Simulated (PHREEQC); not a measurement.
Dissolve 1.7 mmol/kgw NH4HS at 25 °C. Closed to the air; pH follows from the charge balance.

Computed with PHREEQC (ion-association model, phreeqc.dat).

Each row changes one thing in this solution. No solid was allowed to form.

| case | pH | ionic strength (mol/kgw) | NH4+ (mol/kgw) | HS- (mol/kgw) | H2S (mol/kgw) | NH3 (mol/kgw) |
|---|---|---|---|---|---|---|
| as made | 8.09 | 0.00159 | 0.00159 | 0.00159 | 0.000108 | 0.000107 |
| diluted 5-fold with water | 8.08 | 0.000319 | 0.000319 | 0.000317 | 2.26e-5 | 2.14e-5 |
| NH4HS from 0.0017 to 0.00034 mol/kgw | 8.08 | 0.000319 | 0.000319 | 0.000317 | 2.26e-5 | 2.14e-5 |
| NH4HS from 0.0017 to 0.0085 mol/kgw | 8.09 | 0.00799 | 0.00799 | 0.00799 | 0.000512 | 0.000510 |
| diluted 100-fold with water | 7.92 | 1.62e-5 | 1.62e-5 | 1.54e-5 | 1.61e-6 | 7.68e-7 |
